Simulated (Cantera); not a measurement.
A closed system holds: 1 mol K2CO3, 0.18 mol C, 0.51 mol H2O, equilibrated at 1373 K and 1.00 bar.

Cantera equilibrium calculation (NASA polynomials, part measured and part estimated; ideal gas, pure solids and liquids). Candidate condensed phases: C, C6H6, C7H8, C8H18, H2O, K, KOH, KO2, K2CO3, K2O, K2O2; 116 gas species. Rates play no part.

Base state: H2O 0.374, H2 0.331, CO 0.173, CO2 0.0945, KOH 0.0236, K 0.00425, K2(OH)2 0.000115 (mole fractions); condensed: K2CO3(l).

**Question.** What changes in the equilibrium state with this change: temperature from 1373 K to 1150 K?

**Answer.** 
```
species          before     after
-------------  --------  --------
H2                0.331     0.377
H2O               0.374     0.362
CO                0.173     0.144
KOH              0.0236  0.000413
CO2              0.0945     0.117
K               0.00425   2.44e-5
K2(OH)2        0.000115   9.34e-7
CH4             3.96e-7   2.35e-5
K2CO3(l), mol     0.990         0
K2CO3(s), mol         0     1.000
```

**Question.** What changes in the equilibrium state with this change: K2CO3 replaced by Na2CO3?

**Answer.** 
| species | before | after |
|---|---|---|
| H2O | 0.374 | 0.386 |
| H2 | 0.331 | 0.347 |
| CO | 0.173 | 0.170 |
| KOH | 0.0236 | 0 |
| CO2 | 0.0945 | 0.0917 |
| NaOH | 0 | 0.00260 |
| K | 0.00425 | 0 |
| Na | 0 | 0.00234 |
| K2(OH)2 | 0.000115 | 0 |
| K2CO3(l), mol | 0.990 | 0 |
| Na2CO3(l), mol | 0 | 0.998 |
Further candidate phases: Na, NaOH, NaO2, Na2CO3, Na2O, Na2O2.
